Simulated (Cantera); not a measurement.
What does this Cantera script print?

```python
import numpy as np
import cantera as ct

gas_names = """
    H H2 N NH NH2 NH3 N2 N2H2 N2H4 Zr ZrN
""".split()
cond_names = """
    Zr(a) Zr(b) Zr(L) ZrN(s) ZrN(L)
""".split()


def load(file, names, dense=False):
    # The tables refer to 1 bar. Condensed volumes are neglected.
    table = {s.name: s for s in ct.Species.list_from_file(file)}
    out = []
    for n in names:
        d = dict(table[n].input_data)
        d["thermo"] = dict(d["thermo"], **{"reference-pressure": 1e5})
        if dense:
            d["equation-of-state"] = {"model": "constant-volume", "density": "1e6 g/cm^3"}
        out.append(ct.Species.from_dict(d))
    return out


gas = ct.Solution(thermo="ideal-gas", species=load("nasa_gas.yaml", gas_names))
cond = {s.name: ct.Solution(thermo="fixed-stoichiometry", species=[s], name=s.name)
        for s in load("nasa_condensed.yaml", cond_names, dense=True)}
atoms = {
    'Zr': {'Zr': 1},
    'NH3': {'N': 1, 'H': 3},
    'N2': {'N': 2},
}
top_T = {}  # K; cautious upper limits of use, not melting points


def equilibrate(T, P, feed):
    n = {}
    for name, mol in feed.items():
        for a, k in atoms[name].items():
            n[a] = n.get(a, 0.0) + k * mol
    gas.TPX = T, P, n
    mass = sum(n.values()) * gas.mean_molecular_weight
    gas.equilibrate("TP")
    valid = [c for c in cond.values() if c.min_temp <= T <= top_T.get(c.name, c.max_temp)]
    mix = ct.Mixture([(gas, mass / gas.mean_molecular_weight)] + [(c, 0.0) for c in valid])
    mix.T, mix.P = T, P
    mix.equilibrate("TP", solver="vcs", rtol=1e-11, max_steps=5000)
    return mix


results = []
feed = {'Zr': 1, 'NH3': 6.7, 'N2': 3.3}  # mol
T = 1698  # K
P = 0.38  # Pa
mix = equilibrate(T, P, feed)
results.append((T, P, feed, dict(zip(mix.species_names, mix.species_moles))))
print(gas.report(threshold=1e-06))
for i in range(1, mix.n_phases):
    print(f"{mix.phase(i).name:16s} {mix.phase_moles(i):12.5e} mol")
```

Output:

```
       temperature   1698 K
          pressure   0.38 Pa
           density   3.1092e-07 kg/m^3
  mean mol. weight   11.551 kg/kmol
   phase of matter   gas

                          1 kg             1 kmol
                     ---------------   ---------------
          enthalpy        4.7809e+06        5.5226e+07  J
   internal energy        3.5587e+06        4.1108e+07  J
           entropy             27296         3.153e+05  J/K
    Gibbs function       -4.1567e+07       -4.8016e+08  J
 heat capacity c_p            2878.4             33249  J/K
 heat capacity c_v            2158.6             24935  J/K

                      mass frac. Y      mole frac. X     chem. pot. / RT
                     ---------------   ---------------   ---------------
                 H         0.0049076           0.05624           -16.003
                H2           0.10032           0.57481           -32.006
                N2           0.89477           0.36895           -39.879
     [   +8 minor]        4.7683e-09        2.0962e-09

Zr(b)             0.00000e+00 mol
ZrN(s)            1.00000e+00 mol
```

These are equilibrium values from Cantera (NASA tables, ideal gas, pure condensed phases), not measurements of a reactor. ZrN: taken at fixed stoichiometry.
